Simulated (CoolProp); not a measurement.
Vapour-liquid equilibrium of dimethyl ether (1) + isobutane (2) at 285.9 K; x and y are mole fractions of (1).

Model: multi-fluid Helmholtz-energy mixture model, Wu 2011 and Bücker 2006; pair parameters Bell 2016, in CoolProp.

**Question.** Give the bubble pressure and the first vapour's composition at x = 0.15, 0.25, 0.75. Is there an azeotrope?

**Answer.** x = 0.15: 0.2945 MPa, y = 0.284; x = 0.25: 0.3219 MPa, y = 0.406; x = 0.75: 0.3987 MPa, y = 0.791. No azeotrope shows between x = 0.05 and 0.95.

The pair parameters rest on a limited set of measurements; away from them the model extrapolates.
